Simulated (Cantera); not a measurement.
Standard-state values (1 bar) from the NASA 1993 polynomials, evaluated with Cantera. Values are per mole of reaction as written; species without (g) are pure solids or liquids, kept so even where they would boil at 1 bar. FeO: taken at fixed stoichiometry.

Between 1123 and 1523 K, where is each reaction favourable under standard conditions?
- 3 FeO + 6 FeCl3(g) = O3(g) + 9 FeCl2


- 3 FeO + 6 FeCl3(g) = O3(g) + 9 FeCl2: ΔG° is 302 kJ at 1123 K and 414 kJ at 1523 K; it stays positive (K < 1). ΔH° is 50 kJ and ΔS° -239 J/K at 1523 K.
